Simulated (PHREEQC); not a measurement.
## Buffer: speciation

Solution (25 °C): 0.0044 mol/kgw NaHCO3 and 0.011 mol/kgw Na2SO4. Closed to the air; pH follows from the charge balance.

All values are PHREEQC results (ion-association model, phreeqc.dat), not measurements.

This is a speciation only: nothing precipitates in the calculation.

Problem. Estimate the pH, specific conductance.

Solution. pH 8.14; specific conductance 2620 µS/cm.

Problem. In which forms is Na present?

Solution. Na+ 97 %, NaSO4- 2.5 % of the Na.
